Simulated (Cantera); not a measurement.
A closed system holds: 1 mol FeS2, 1.7 mol SO3, 32 mol N2, at 1200000 Pa.

Equilibrium computed with Cantera from the NASA thermochemical tables; the gas is ideal and each condensed phase is pure. Candidate condensed phases: Fe, FeO, FeS, FeSO4, FeS2, Fe2O3, Fe2(SO4)3, Fe3O4, S; 19 gas species. Metal and sulfide melt together well below either melting point, which pure phases cannot show. Mutual solubility and eutectic melting of coexisting phases are not modelled. The tables' stoichiometric FeO is somewhat more stable than real wüstite, so its field is too wide. FeO, FeS: taken at fixed stoichiometry. Gases not in the tables: S3 to S7. Rates play no part.

Task: Which condensed phases are stable at each of these points (T (°C)): 925, 1000, 1075, 1150, 1225, 1300, 1375?

Result: 
```json
[
 {"T (°C)": "925", "condensed phases": "FeS(s) + Fe3O4(s)", "Fe condensed (%)": "100.0"},
 {"T (°C)": "1000", "condensed phases": "FeS(s) + Fe3O4(s)", "Fe condensed (%)": "100.0"},
 {"T (°C)": "1075", "condensed phases": "FeS(s) + Fe3O4(s)", "Fe condensed (%)": "100.0"},
 {"T (°C)": "1150", "condensed phases": "FeS(s) + Fe3O4(s)", "Fe condensed (%)": "100.0"},
 {"T (°C)": "1225", "condensed phases": "FeO(s) + FeS(l)", "Fe condensed (%)": "100.0"},
 {"T (°C)": "1300", "condensed phases": "FeO(s) + FeS(l)", "Fe condensed (%)": "100.0"},
 {"T (°C)": "1375", "condensed phases": "FeO(s) + FeS(l)", "Fe condensed (%)": "100.0"}
]
```

From 925 °C to 1150 °C the condensed part is FeS(s) + Fe3O4(s). From 1225 °C to 1375 °C the condensed part is FeO(s) + FeS(l).
